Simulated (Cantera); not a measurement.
Mixture: CH4 : O2 : N2 = 1 : 1.82 : 6.84 (molar parts), equivalence ratio 1.1, at 500000 Pa, adiabatic and at constant pressure. Ignition delay is the time to a rise of 400 K.

Computed with Cantera and GRI-Mech 3.0 (53 species, 325 reactions).

Problem. What does this change do: constant volume in place of constant pressure?

Solution. 
```csv
quantity,before,after
delay at 1075 K,58.6 ms,56.6 ms
delay at 1225 K,7.63 ms,7.24 ms
delay at 1375 K,1.30 ms,1.22 ms
delay at 1525 K,0.274 ms,0.255 ms
delay at 1675 K,71.9 µs,66.7 µs
apparent activation energy between 1600 and 1750 K,190 kJ/mol,190 kJ/mol
```
